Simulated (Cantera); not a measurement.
Charge: 1 mol CuO, 0.65 mol CH4, 0.33 mol H2, at 1000 Pa.

Method: chemical equilibrium by Gibbs-energy minimisation in Cantera with the NASA 1993 tables (ideal gas, pure condensed phases). Candidate condensed phases: C, C6H6, C7H8, C8H18, Cu, CuO, Cu(OH)2, Cu2O, H2O; 113 gas species. The numbers say what is thermodynamically allowed, not how fast it happens.

**Question.** Which condensed phases are stable at each of these points (T (K)): 1350, 1450, 1550, 1650, 1750, 1850, 1950, 2050, 2150, 2250, 2350?

**Answer.** 
```json
[
 {"T (K)": "1350", "condensed phases": "Cu(s)", "Cu condensed (%)": "100.0"},
 {"T (K)": "1450", "condensed phases": "Cu(l)", "Cu condensed (%)": "99.9"},
 {"T (K)": "1550", "condensed phases": "Cu(l)", "Cu condensed (%)": "99.6"},
 {"T (K)": "1650", "condensed phases": "Cu(l)", "Cu condensed (%)": "98.1"},
 {"T (K)": "1750", "condensed phases": "Cu(l)", "Cu condensed (%)": "93.0"},
 {"T (K)": "1850", "condensed phases": "Cu(l)", "Cu condensed (%)": "75.9"},
 {"T (K)": "1950", "condensed phases": "Cu(l)", "Cu condensed (%)": "15.7"},
 {"T (K)": "2050", "condensed phases": "gas only", "Cu condensed (%)": "0.0"},
 {"T (K)": "2150", "condensed phases": "gas only", "Cu condensed (%)": "0.0"},
 {"T (K)": "2250", "condensed phases": "gas only", "Cu condensed (%)": "0.0"},
 {"T (K)": "2350", "condensed phases": "gas only", "Cu condensed (%)": "0.0"}
]
```

At 1350 K the condensed part is Cu(s). From 1450 K to 1950 K the condensed part is Cu(l). From 2050 K to 2350 K nothing is condensed.
